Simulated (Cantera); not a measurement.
Feed: 1 mol Nb, 0.88 mol H2O, 86 mol H2, at 3.00e-6 bar.

Cantera equilibrium calculation (NASA polynomials, part measured and part estimated; ideal gas, pure solids and liquids). Candidate condensed phases: H2O, Nb, NbO, NbO2, Nb2O5; 12 gas species. Mutual solubility and eutectic melting of coexisting phases are not modelled. NbO: taken at fixed stoichiometry. Condensed phases not in the tables: N, O or C dissolved in the metal. Kinetics and transport are ignored.

What share of the Nb ends up in condensed phases as a function of T (°C), at 1350, 1375, 1400, 1425, 1450, 1475, 1500, 1525, 1550, 1575?


| T (°C) | Nb condensed (%) | as |
|---|---|---|
| 1350 | 99.6 | Nb(s) + NbO(s) |
| 1375 | 99.1 | Nb(s) + NbO(s) |
| 1400 | 98.3 | Nb(s) + NbO(s) |
| 1425 | 96.8 | Nb(s) + NbO(s) |
| 1450 | 94.0 | Nb(s) + NbO(s) |
| 1475 | 88.8 | Nb(s) + NbO(s) |
| 1500 | 79.5 | Nb(s) + NbO(s) |
| 1525 | 62.9 | Nb(s) + NbO(s) |
| 1550 | 51.2 | Nb(s) |
| 1575 | 48.9 | Nb(s) |
